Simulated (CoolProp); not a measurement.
n-decane at 514.06 K and 0.361 MPa flows at 2.5 m/s in a round tube of 6 mm bore and 1.5 µm roughness, fully developed (64/Re and Nu = 3.66 if laminar; Colebrook and Gnielinski if turbulent). Each further row changes one setting.

Values from CoolProp's reference Helmholtz-energy equation of state, Lemmon 2006. It is a short technical equation, of lower accuracy than the large ones.

| case | Reynolds number | Darcy friction factor | pressure drop (Pa/m) | heat-transfer coefficient (W/(m² K)) | mass flow (kg/h) |
|---|---|---|---|---|---|
| as stated | 23700 | 0.0254 | 186 | 308 | 3.57 |
| velocity 5 m/s | 47300 | 0.0220 | 642 | 542 | 7.13 |
| diameter 12 mm | 47300 | 0.0216 | 78.7 | 266 | 14.3 |

Viscosity comes from a separate model (Huber 2004). Thermal conductivity comes from a separate model (Huber 2005).
